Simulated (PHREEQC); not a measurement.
Dissolve 0.00012 mol LiF and 0.23 mol CdSO4 per kg of water at 25 °C. Closed to the air; pH follows from the charge balance.

Computed with PHREEQC (ion-association model, phreeqc.dat).

| quantity | before | after |
|---|---|---|
| pH | 5.77 | 5.53 |
| ionic strength (mol/kgw) | 0.390 | 0.386 |
| Cd+2 (mol/kgw) | 0.0975 | 0.0963 |
| CdSO4 (mol/kgw) | 0.0879 | 0.0919 |
| SO4-2 (mol/kgw) | 0.0530 | 0.0546 |
| Cd(SO4)2-2 (mol/kgw) | 0.0445 | 0.0418 |

Q: Which change was made?
A. CdSO4 from 0.23 to 0.345 mol/kgw
B. temperature from 25 to 50 °C
C. LiF from 0.00012 to 0.0006 mol/kgw

A: B, temperature from 25 to 50 °C

No solid was allowed to form. At this temperature some constants are extrapolated from 25 °C, and those without enthalpy data are left unchanged.
